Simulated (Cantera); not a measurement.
An adiabatic, constant-pressure homogeneous reactor starts with CH₄ : CO : O₂ : N₂ = 1 : 0.19 : 2.21 : 14.1 (molar parts), equivalence ratio 0.95, at 1625 K and 7500 Torr. Integrator tolerance rtol = 1e-08.

Model: GRI-Mech 3.0 (53 species, 325 reactions), integrated in Cantera.

Question: What does this change do: initial temperature 1625 to 1698 K?

Answer: 
| quantity | before | after |
|---|---|---|
| time of steepest temperature rise | 97.8 µs | 52.5 µs |
| temperature at 2.00 s | 2679 K | 2722 K |
| equilibrium temperature | 2679 K | 2722 K |
| x(CH₄) at 2.00 s | <1e-12 (gas-phase equilibrium <1e-12) | <1e-12 (gas-phase equilibrium <1e-12) |
| x(CO) at 2.00 s | 0.0146 (gas-phase equilibrium 0.0146) | 0.0165 (gas-phase equilibrium 0.0165) |
| x(O₂) at 2.00 s | 0.0106 (gas-phase equilibrium 0.0106) | 0.0112 (gas-phase equilibrium 0.0112) |
| x(N₂O) at 2.00 s | 1.24e-6 (gas-phase equilibrium 1.24e-6) | 1.36e-6 (gas-phase equilibrium 1.36e-6) |
| x(H₂O₂) at 2.00 s | 3.45e-7 (gas-phase equilibrium 3.45e-7) | 3.80e-7 (gas-phase equilibrium 3.80e-7) |

Question: What does this change do: initial temperature 1625 to 1200 K?

Answer: 
```
quantity                                                            before                                    after
---------------------------------  ---------------------------------------  ---------------------------------------
time of steepest temperature rise                                  97.8 µs                                  9.22 ms
temperature at 2.00 s                                               2679 K                                   2401 K
equilibrium temperature                                             2679 K                                   2401 K
x(CH₄) at 2.00 s                     <1e-12 (gas-phase equilibrium <1e-12)    <1e-12 (gas-phase equilibrium <1e-12)
x(CO) at 2.00 s                      0.0146 (gas-phase equilibrium 0.0146)  0.00501 (gas-phase equilibrium 0.00501)
x(O₂) at 2.00 s                      0.0106 (gas-phase equilibrium 0.0106)  0.00728 (gas-phase equilibrium 0.00728)
x(N₂O) at 2.00 s                   1.24e-6 (gas-phase equilibrium 1.24e-6)  6.42e-7 (gas-phase equilibrium 6.42e-7)
x(H₂O₂) at 2.00 s                  3.45e-7 (gas-phase equilibrium 3.45e-7)  1.70e-7 (gas-phase equilibrium 1.70e-7)
```

Question: What does this change do: O2 2.21 to 1.3 parts?

Answer: 
```json
[
 {"quantity": "time of steepest temperature rise", "before": "97.8 µs", "after": "0.209 ms"},
 {"quantity": "temperature at 2.00 s", "before": "2679 K", "after": "2293 K"},
 {"quantity": "equilibrium temperature", "before": "2679 K", "after": "2293 K"},
 {"quantity": "x(CH₄) at 2.00 s", "before": "<1e-12 (gas-phase equilibrium <1e-12)", "after": "3.63e-11 (gas-phase equilibrium 4.07e-11)"},
 {"quantity": "x(CO) at 2.00 s", "before": "0.0146 (gas-phase equilibrium 0.0146)", "after": "0.0515 (gas-phase equilibrium 0.0515)"},
 {"quantity": "x(O₂) at 2.00 s", "before": "0.0106 (gas-phase equilibrium 0.0106)", "after": "1.41e-6 (gas-phase equilibrium 1.41e-6)"},
 {"quantity": "x(N₂O) at 2.00 s", "before": "1.24e-6 (gas-phase equilibrium 1.24e-6)", "after": "7.30e-9 (gas-phase equilibrium 7.30e-9)"},
 {"quantity": "x(H₂O₂) at 2.00 s", "before": "3.45e-7 (gas-phase equilibrium 3.45e-7)", "after": "1.22e-9 (gas-phase equilibrium 1.22e-9)"}
]
```
